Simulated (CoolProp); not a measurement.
R404A at 224.43 K and 0.257 MPa is throttled through a valve to 0.179 MPa with no heat exchange. Each further row changes one setting.

Model: reference Helmholtz-energy equation of state, Lemmon 2003, in CoolProp. It is a pseudo-pure fit of the blend.

| case | temperature change (K) | final phase | final density (kg/m³) |
|---|---|---|---|
| as stated | +0.0 | liquid | 1310 |
| outlet pressure 0.0537 MPa | [?] | [?] | [?] |
| outlet pressure 0.233 MPa | +0.0 | liquid | 1310 |

Problem. Some entries are withheld; supply them.

Solution. 
- outlet pressure 0.0537 MPa, temperature change (K): -9.9
- outlet pressure 0.0537 MPa, final phase: two-phase, vapour fraction 0.059
- outlet pressure 0.0537 MPa, final density (kg/m³): 49.3
